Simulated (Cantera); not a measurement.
Mixture: CH4 : O2 : N2 = 1 : 1.11 : 6.44 (molar parts), equivalence ratio 1.8, at 4.93 atm, adiabatic and at constant volume. Ignition delay is the time to a rise of 400 K.

Cantera simulation using GRI-Mech 3.0 (53 species, 325 reactions); the numbers are that mechanism's predictions, not measurements.

Question: What does this change do: pressure from 4.93 atm to 9.87 atm?

Answer: 
```tsv
quantity	before	after
delay at 1250 K	10.3 ms	4.99 ms
delay at 1400 K	1.79 ms	0.949 ms
delay at 1550 K	0.363 ms	0.208 ms
delay at 1700 K	89.2 µs	52.7 µs
delay at 1850 K	28.0 µs	16.3 µs
apparent activation energy between 1700 and 1850 K	200 kJ/mol	200 kJ/mol
```
